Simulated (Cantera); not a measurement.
A perfectly stirred reactor is fed with CH₄ : H₂O : H₂ = 1 : 2.9 : 1.9 (molar parts), at 760 Torr; it is held at 1575 K, and followed from long to short residence time.

Detailed kinetics in Cantera: GRI-Mech 3.0 (53 species, 325 reactions).

**Question.** What does this change do: temperature 1575 to 1798 K?

**Answer.** 
```csv
quantity,before,after
x(CH₄) at τ = 9.20 s,0.0315,0.00326
x(H₂O) at τ = 9.20 s,0.315,0.239
x(H₂) at τ = 9.20 s,0.559,0.632
x(CH₂) at τ = 9.20 s,2.97e-9,1.50e-8
x(CH₂O) at τ = 9.20 s,1.81e-7,1.25e-7
x(CH₄) at τ = 33.0 ms,0.148,0.0480
x(H₂O) at τ = 33.0 ms,0.490,0.404
x(H₂) at τ = 33.0 ms,0.351,0.483
x(CH₂) at τ = 33.0 ms,9.02e-9,3.23e-7
x(CH₂O) at τ = 33.0 ms,1.59e-6,3.18e-6
```

**Question.** What does this change do: temperature 1575 to 1250 K?

**Answer.** 
```
quantity                 before    after
----------------------  -------  -------
x(CH₄) at τ = 9.20 s     0.0315    0.170
x(H₂O) at τ = 9.20 s      0.315    0.499
x(H₂) at τ = 9.20 s       0.559    0.330
x(CH₂) at τ = 9.20 s    2.97e-9   <1e-12
x(CH₂O) at τ = 9.20 s   1.81e-7  2.61e-8
x(CH₄) at τ = 33.0 ms     0.148    0.172
x(H₂O) at τ = 33.0 ms     0.490    0.500
x(H₂) at τ = 33.0 ms      0.351    0.328
x(CH₂) at τ = 33.0 ms   9.02e-9   <1e-12
x(CH₂O) at τ = 33.0 ms  1.59e-6  3.78e-9
```
